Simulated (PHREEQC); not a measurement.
NaOH is added in steps, without added water, to 1 kg of water holding 0.013 mol/kgw HF, 0.15 mol/kgw NH4F and 0.045 mol/kgw HCl, at 25 °C. Oxygen alone is held at its pressure in air (log pO2 = -0.68). The system is closed to CO2. Solids allowed: Halite. Others were left out.

Base run: PHREEQC, ion-association model, phreeqc.dat. Each further column changes one thing. The table gives pH.

```tsv
NaOH added (mol)	base	NH4F left out	temperature from 25 to 30 °C	HCl from 0.045 to 0.0675 mol/kgw	no solid may form
0	3.35	1.41	3.39	3.05	3.35
0.0165	3.59	1.61	3.63	3.26	3.59
0.033	3.90	1.96	3.94	3.49	3.90
0.0495	4.45	2.97	4.49	3.76	4.45
0.066	8.18	11.80	8.03	4.18	8.18
0.0825	8.72	12.27	8.57	7.57	8.72
0.099	9.01	12.49	8.86	8.59	9.01
0.121	9.29	12.67	9.14	9.01	9.29
0.1375	9.48	12.76	9.33	9.23	9.48
0.154	9.68	12.84	9.53	9.42	9.68
0.1705	9.91	12.91	9.76	9.62	9.91
0.187	10.21	12.96	10.06	9.83	10.21
0.2035	10.85	13.01	10.70	10.09	10.85
0.22	11.94	13.05	11.78	10.54	11.94
```
